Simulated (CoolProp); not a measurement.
Ethanol along the isotherm 12.65 °C: fugacity coefficient from the reference equation and from simpler models built on Tc = 241.6 °C, pc = 62.68 bar, ω = 0.644; each cubic takes its own stable root.

Computed with CoolProp (reference Helmholtz-energy equation of state, Schroeder 2014).

| p (bar) | phase | reference | van der Waals | Redlich-Kwong | Soave-Redlich-Kwong | Peng-Robinson |
|---|---|---|---|---|---|---|
| 0.0991 | liquid | 0.3755 | ___ | 0.9973 | 0.3296 | 0.3761 |
| 0.15 | liquid | 0.2481 | 0.9973 | 0.9959 | 0.2178 | 0.2485 |
| 0.226 | liquid | 0.1647 | 0.9959 | 0.9939 | 0.1446 | 0.1650 |
| 0.34 | liquid | 0.1095 | 0.9938 | 0.9908 | 0.09615 | 0.1097 |
| 0.513 | liquid | ___ | 0.9906 | 0.9861 | 0.06376 | 0.07273 |
| 0.774 | liquid | ___ | 0.9859 | 0.6900 | 0.04229 | 0.04824 |
| 1.17 | liquid | 0.03189 | 0.9787 | 0.4570 | 0.02801 | 0.03194 |
| 1.76 | liquid | ___ | 0.9679 | 0.3044 | 0.01865 | 0.02127 |
| 2.66 | liquid | 0.01408 | 0.9515 | 0.2019 | 0.01237 | 0.01410 |
| 4.01 | liquid | 0.009368 | 0.8038 | 0.1345 | 0.008238 | 0.009388 |
| 6.05 | liquid | 0.006240 | 0.5377 | 0.08971 | 0.005492 | 0.006255 |
| 9.13 | liquid | 0.004166 | 0.3613 | 0.06001 | 0.003672 | 0.004177 |
| 13.8 | liquid | 0.002788 | 0.2441 | 0.04027 | 0.002462 | 0.002797 |
| 20.8 | liquid | 0.001881 | 0.1672 | 0.02730 | 0.001666 | 0.001889 |
| 31.3 | liquid | 0.001283 | 0.1165 | 0.01873 | 0.001141 | ___ |

Some entries are withheld; supply them.


- 0.0991, van der Waals: 0.9982
- 0.513, reference: 0.07261
- 0.774, reference: 0.04815
- 1.76, reference: 0.02123
- 31.3, Peng-Robinson: 0.001289

At some of these states van der Waals, Redlich-Kwong gives the other phase, because its saturation line lies elsewhere.
